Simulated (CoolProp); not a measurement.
Fluoroethane (R161) along the isotherm 450 K: density (kg/m³) from the reference equation and from simpler models built on Tc = 375.2 K, pc = 5.010 MPa, ω = 0.216; each cubic takes its own stable root.

Computed with CoolProp (reference Helmholtz-energy equation of state, Wu 2012).

```tsv
p (MPa)	phase	reference
0.625	gas	8.229
1.25	gas	16.89
1.88	gas	26.09
2.5	gas	35.67
3.12	gas	45.82
3.75	gas	56.78
4.38	gas	68.47
5	gas	80.78
```

Question: How far does each simpler model (van der Waals, Redlich-Kwong, Soave-Redlich-Kwong, Peng-Robinson) lie from the reference over these 8 states: mean and median of the absolute difference, and the worst?

Answer: 
- van der Waals: mean 0.7 %, median 0.3 %, worst +2.2 % at 450 K and 5 MPa
- Redlich-Kwong: mean 0.6 %, median 0.5 %, worst +1.3 % at 450 K and 5 MPa
- Soave-Redlich-Kwong: mean 1.0 %, median 0.9 %, worst -2.0 % at 450 K and 5 MPa
- Peng-Robinson: mean 0.8 %, median 0.9 %, worst +1.2 % at 450 K and 5 MPa
